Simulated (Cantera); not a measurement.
An isothermal, constant-pressure homogeneous reactor starts with H2 : O2 = 0.22 : 1 (molar parts), equivalence ratio 0.11, at 1025 K and 0.0365 atm. Integrator tolerance rtol = 1e-08.

Cantera simulation using the H2/O2 subset of GRI-Mech 3.0, which has no nitrogen chemistry; the numbers are that mechanism's predictions, not measurements. Radical loss at walls, strong at low pressure, is not modelled. The temperature is held fixed by assumption; the heat of reaction is taken as removed at once.

Problem. What does this change do: temperature 1025 to 1400 K?

Solution. 
```
quantity                                             before                                      after
-----------------  ----------------------------------------  -----------------------------------------
x(H2) at 1.00 s    4.30e-8 (gas-phase equilibrium 2.09e-10)    7.60e-7 (gas-phase equilibrium 5.23e-7)
x(O2) at 1.00 s         0.802 (gas-phase equilibrium 0.802)        0.802 (gas-phase equilibrium 0.802)
x(OH) at 1.00 s     1.14e-5 (gas-phase equilibrium 8.34e-7)  0.000167 (gas-phase equilibrium 0.000139)
x(H2O) at 1.00 s        0.198 (gas-phase equilibrium 0.198)        0.198 (gas-phase equilibrium 0.198)
x(O) at 1.00 s      2.86e-7 (gas-phase equilibrium 1.55e-9)    6.44e-6 (gas-phase equilibrium 4.43e-6)
x(H2O2) at 1.00 s  1.45e-8 (gas-phase equilibrium 1.31e-10)    4.67e-9 (gas-phase equilibrium 3.82e-9)
x(HO2) at 1.00 s    1.90e-8 (gas-phase equilibrium 2.32e-9)    1.39e-7 (gas-phase equilibrium 1.52e-7)
```
